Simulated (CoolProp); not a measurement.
Vapour-liquid equilibrium of R125 (1) + fluoroethane (R161) (2) at 1.3 MPa; x and y are mole fractions of (1).

Values from CoolProp's multi-fluid Helmholtz-energy mixture model, Lemmon 2005 and Wu 2012; pair parameters Bell 2016.

```csv
x,bubble temperature (°C),y at the bubble point,dew temperature at overall composition x (°C),liquid density (mol/L)
0.05,37.4,0.063,37.5,13.92
0.125,36.2,0.158,36.6,13.55
0.2,34.9,0.252,35.6,13.19
0.275,33.5,0.343,34.5,12.84
0.35,32.0,0.429,33.3,12.51
0.425,30.6,0.510,32.1,12.18
0.5,29.2,0.585,30.8,11.87
0.575,28.0,0.654,29.4,11.56
0.65,26.8,0.719,28.0,11.26
0.725,25.7,0.780,26.7,10.98
0.8,24.7,0.839,25.4,10.70
0.875,23.9,0.898,24.2,10.43
0.95,23.2,0.958,23.3,10.18
```

No azeotrope shows between x = 0.05 and 0.95.

The pair parameters rest on a limited set of measurements; away from them the model extrapolates. The gap from Raoult's law changes sign with composition, which may be real or a fault of the pair parameters; it wasn't checked against measurements.
